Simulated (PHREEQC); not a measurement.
## Reverse-osmosis reject

A made-up water analysis in mmol/kgw, 20 °C, pH 6.41, pe 1.2:

| constituent | mmol/kgw |
|---|---|
| Na | 11.4 |
| K | 2.35 |
| Ca | 8.38 |
| Mg | 1.7 |
| Cl | 2.81 |
| S(6) | 9.35 |
| Alkalinity (meq/kgw) | 13.8 |
| Zn | 0.00695 |
| Br | 0.028 |
| Si | 0.107 |
| Li | 0.04 |

Valence states are taken as typed.

Model: ion-association model, phreeqc.dat, run in PHREEQC.

Precipitation was switched off in this run.

Q: Predict the ionic strength, charge-balance error, specific conductance.

A: ionic strength 0.0439 mol/kgw; charge-balance error -2.3 %; specific conductance 2560 µS/cm.

Q: In which forms is Ca present?

A: Ca+2 74 %, CaSO4 21 %, CaHCO3+ 5.6 % of the Ca.

The solution is supersaturated, for example in Quartz (slow to form), so a real one may precipitate; this is no full list. Species that the database lacks are ignored. The database's zinc carbonate complexes are estimates, stronger than later reviews accept.
